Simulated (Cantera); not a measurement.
**BN + H₂O + H₂ (nitride etching)**

A closed system holds: 1 mol BN, 7 mol H₂O, 95 mol H₂, at 4.60e-5 bar.

These are equilibrium values from Cantera (NASA tables, ideal gas, pure condensed phases), not measurements of a reactor. Candidate condensed phases: B, BN, B₂O₃, B₃O₃H₃, H₂O; 39 gas species. Rates play no part.

From 1023 K to 1123 K the condensed part is B₂O₃(l). From 1223 K to 1823 K nothing is condensed. The main B-bearing gas is HBO₂ throughout.

| T (K) | x H₂ | x H | x H₂O | x HBO₂ | x N₂ | x BO | x HBO | x OH | n B₂O₃(l) |
|---|---|---|---|---|---|---|---|---|---|
| 1023 | 0.941 | 5.92e-7 | 0.0529 | 0.00142 | 0.00487 | 7.30e-12 | 1.76e-7 | 8.76e-11 | 0.427 |
| 1123 | 0.937 | 6.08e-6 | 0.0492 | 0.00839 | 0.00486 | 1.27e-9 | 3.78e-6 | 1.64e-9 | 0.0666 |
| 1223 | 0.937 | 4.29e-5 | 0.0486 | 0.00964 | 0.00485 | 2.34e-8 | 1.23e-5 | 2.00e-8 | 0 |
| 1323 | 0.937 | 0.000226 | 0.0486 | 0.00960 | 0.00485 | 2.43e-7 | 2.90e-5 | 1.70e-7 | 0 |
| 1423 | 0.936 | 0.000947 | 0.0486 | 0.00953 | 0.00485 | 1.79e-6 | 6.05e-5 | 1.07e-6 | 0 |
| 1523 | 0.934 | 0.00329 | 0.0487 | 0.00942 | 0.00485 | 1.01e-5 | 0.000114 | 5.29e-6 | 0 |
| 1623 | 0.927 | 0.00981 | 0.0486 | 0.00924 | 0.00483 | 4.54e-5 | 0.000195 | 2.15e-5 | 0 |
| 1723 | 0.912 | 0.0257 | 0.0484 | 0.00889 | 0.00479 | 0.000167 | 0.000304 | 7.47e-5 | 0 |
| 1823 | 0.878 | 0.0599 | 0.0479 | 0.00822 | 0.00471 | 0.000505 | 0.000427 | 0.000227 | 0 |
x: gas mole fraction; n: condensed amount in mol.
